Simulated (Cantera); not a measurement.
Charge: 1 mol toluene, 0.52 mol H₂O, 22 mol N₂, 1.8 mol H₂, at 2398 K and 24.0 mbar.

These are equilibrium values from Cantera (NASA tables, ideal gas, pure condensed phases), not measurements of a reactor. Candidate condensed phases: C, C₆H₆, C₇H₈, C₈H₁₈, H₂O; 136 gas species. Equilibrium is a limit: real reactors are often held back by kinetics, nucleation or transport.

Base state: N₂ 0.735, H₂ 0.181, H 0.0432, HCN 0.0198, CO 0.0176, HNC 0.00205, C₂H₂ (acetylene) 0.00125, CN 0.000236 (mole fractions); condensed: C(graphite).

### Question
What changes in the equilibrium state with this change: 0.049 mol H₂S added?

### Answer
```json
[
 {"species": "N₂", "before": "0.735", "after": "0.733"},
 {"species": "H₂", "before": "0.181", "after": "0.181"},
 {"species": "H", "before": "0.0432", "after": "0.0433"},
 {"species": "CS", "before": "0", "after": "0.00158"},
 {"species": "CO", "before": "0.0176", "after": "0.0176"},
 {"species": "HCN", "before": "0.0198", "after": "0.0198"},
 {"species": "S", "before": "0", "after": "5.19e-5"},
 {"species": "SH", "before": "0", "after": "1.82e-5"},
 {"species": "C(graphite), mol", "before": "5.75", "after": "5.70"}
]
```
Further candidate phases: H₂SO₄, S.
